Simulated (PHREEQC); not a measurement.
Solution (30 °C): 14 mmol/kgw TMAH, 0.54 mmol/kgw K2SiO3 and 0.042 mmol/kgw K3PO4. Closed to the air; pH follows from the charge balance.

Equilibrium calculation in PHREEQC: ion-association model, wateq4f.dat.

| quantity | before | after |
|---|---|---|
| pH | 11.95 | 10.91 |
| HPO4-2 (mol/kgw) | 2.32e-5 | 3.63e-5 |
| PO4-3 (mol/kgw) | 1.87e-5 | 5.67e-6 |
| KHPO4- (mol/kgw) | 3.33e-8 | 5.00e-8 |
| H2PO4- (mol/kgw) | 2.86e-10 | 3.84e-9 |

### Question
What was changed between the two runs?
A. TMAH from 0.014 to 0.028 mol/kgw
B. K2SiO3 left out
C. K2SiO3 from 0.00054 to 5.4e-05 mol/kgw
D. temperature from 30 to 70 °C
E. TMAH replaced by (CH3)4NCl at the same molality

### Answer
D, temperature from 30 to 70 °C

This is a speciation only: nothing precipitates in the calculation. (CH3)4N+ isn't in the database: it is added as a free cation with an ion size of 4 Å. H3PO4, which wateq4f.dat lacks, is added to it with the constant of phreeqc.dat. Constants without temperature data keep their 25 °C values here.
